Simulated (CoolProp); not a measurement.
Properties of R11 along the isotherm 358.7 K.

The numbers come from the reference Helmholtz-energy equation of state, Jacobsen 1992 in CoolProp.

| p (MPa) | phase | Z | speed of sound (m/s) | Joule-Thomson coefficient (K/MPa) | viscosity (µPa s) |
|---|---|---|---|---|---|
| 0.275 | gas | 0.9474 | 148.5 | 22.41 | 12.2 |
| 0.551 | gas | 0.8863 | 140.6 | 25.70 | ? |
| 0.826 | liquid | 0.02882 | 538.0 | -0.1565 | 250 |
| 1.1 | liquid | ? | 540.7 | -0.1615 | 251 |
| 1.38 | liquid | 0.04804 | 543.4 | -0.1665 | ? |
| 1.65 | liquid | 0.05738 | ? | -0.1711 | 253 |
| 1.93 | liquid | ? | 548.7 | -0.1759 | 254 |
| 2.2 | liquid | 0.07635 | ? | -0.1804 | 256 |

**Question.** Complete the blanks.

**Answer.** 
- 0.551, viscosity (µPa s): 12.1
- 1.1, Z: 0.03834
- 1.38, viscosity (µPa s): 252
- 1.65, speed of sound (m/s): 546.0
- 1.93, Z: 0.06705
- 2.2, speed of sound (m/s): 551.2

Viscosity comes from a separate model (Klein 1997), an estimate that may be off by 10 % or more.
